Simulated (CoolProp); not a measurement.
Model: reference Helmholtz-energy equation of state, Smukala 2000, in CoolProp.

Q: Give the vapour pressure (MPa), vapour density (kg/m³), liquid cp (kJ/(kg K)) of saturated ethylene at 178.7, 182.4 K.

A: 
```
T (K)  p (MPa)  vapour density (kg/m³)  liquid cp (kJ/(kg K))
-----  -------  ----------------------  ---------------------
178.7    0.170                    3.37                   2.44
182.4    0.205                    4.02                   2.45
```
